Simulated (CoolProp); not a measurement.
Properties of nitrous oxide along the isobar 101 kPa (Tc = 36.4 °C, pc = 7245 kPa, ω = 0.161).

Computed with CoolProp (reference Helmholtz-energy equation of state, Lemmon 2006). It is a short technical equation, of lower accuracy than the large ones.

```tsv
T (°C)	phase	density (kg/m³)	cv (kJ/(kg K))	speed of sound (m/s)
-63.55	gas	2.594	0.5966	226.6
-47.05	gas	2.396	0.6130	234.9
-30.55	gas	2.227	0.6309	242.7
-14.05	gas	2.081	0.6489	250.3
2.45	gas	1.954	0.6666	257.5
18.95	gas	1.841	0.6836	264.6
35.45	gas	1.741	0.7000	271.4
51.95	gas	1.651	0.7159	278.0
68.45	gas	1.571	0.7311	284.4
84.95	gas	1.498	0.7457	290.7
101.45	gas	1.431	0.7599	296.9
```
